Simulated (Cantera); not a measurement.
An isothermal, constant-pressure homogeneous reactor starts with H₂ : O₂ : N₂ = 1.8 : 1 : 18 (molar parts), equivalence ratio 0.90, at 948 K and 1.00 bar. Integrator tolerance rtol = 1e-08.

Cantera simulation using the H2/O2 subset of GRI-Mech 3.0, which has no nitrogen chemistry; the numbers are that mechanism's predictions, not measurements. Below about 950 K walls govern HO2 and H2O2 in real vessels. The temperature is held fixed by assumption; the heat of reaction is taken as removed at once.

Task: What does this change do: temperature 948 to 825 K?

Result: 
```json
[
 {"quantity": "x(H₂) at 200 s", "before": "4.92e-8 (gas-phase equilibrium 2.19e-11)", "after": "0.0139 (gas-phase equilibrium <1e-12)"},
 {"quantity": "x(O₂) at 200 s", "before": "0.00503 (gas-phase equilibrium 0.00503)", "after": "0.0119 (gas-phase equilibrium 0.00503)"},
 {"quantity": "x(HO₂) at 200 s", "before": "1.18e-9 (gas-phase equilibrium 2.24e-11)", "after": "2.33e-6 (gas-phase equilibrium 1.81e-12)"},
 {"quantity": "x(OH) at 200 s", "before": "2.45e-9 (gas-phase equilibrium 1.48e-8)", "after": "9.23e-10 (gas-phase equilibrium 6.85e-10)"},
 {"quantity": "x(H₂O) at 200 s", "before": "0.0905 (gas-phase equilibrium 0.0905)", "after": "0.0759 (gas-phase equilibrium 0.0905)"},
 {"quantity": "x(H₂O₂) at 200 s", "before": "4.36e-12 (gas-phase equilibrium 8.95e-12)", "after": "4.04e-5 (gas-phase equilibrium 1.20e-12)"},
 {"quantity": "x(H) at 200 s", "before": "<1e-12 (gas-phase equilibrium <1e-12)", "after": "4.01e-9 (gas-phase equilibrium <1e-12)"}
]
```
